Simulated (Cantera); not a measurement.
A freely propagating, adiabatic, planar premixed flame of 12.8 % CH₄, 18.3 % O₂, 68.8 % N₂, unburnt at 723 K and 1.50 bar; mixture-averaged transport, grid criteria slope 0.08 and curve 0.16, no radiation.

Cantera simulation using GRI-Mech 3.0 (53 species, 325 reactions); the numbers are that mechanism's predictions, not measurements. Burning velocities carry a grid error of a few per cent, more on coarse grids.

**Question.** Predict: laminar burning velocity; thermal thickness; peak x(C₂H₄); peak x(H₂); peak x(H).

**Answer.** 
```json
{
 "laminar_burning_velocity": "105 cm/s",
 "thermal_thickness": "0.297 mm",
 "peak x(C₂H₄)": "0.00197",
 "peak x(H₂)": "0.0599",
 "peak x(H)": "0.00720"
}
```
